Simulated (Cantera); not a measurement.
An isothermal, constant-pressure homogeneous reactor starts with 25.6 % CH₄, 74.4 % H₂, at 1600 K and 0.0263 atm.

Cantera simulation using GRI-Mech 3.0 (53 species, 325 reactions); the numbers are that mechanism's predictions, not measurements. GRI-Mech 3.0 stops at C3 and has no aromatics, soot or wall deposition, so with more carbon than oxygen in the feed, carbon stays in small species such as C2H2 where larger ones or solid carbon would form. Radical loss at walls, strong at low pressure, is not modelled.

One state of this run: x CH₄ = 0.00269; x H₂ = 0.896; x C₂H₄ = 0.000266; x C₂H₆ = 3.35e-8; x CH₂ = 6.36e-9; x C₂H₂ = 0.101. x: mole fraction; the columns are a selection and need not sum to one.

Task: Which value of t (s) does it belong to?
A) 0.0126
B) 50.2
C) 0.200
D) 3.17

Result: B, 50.2
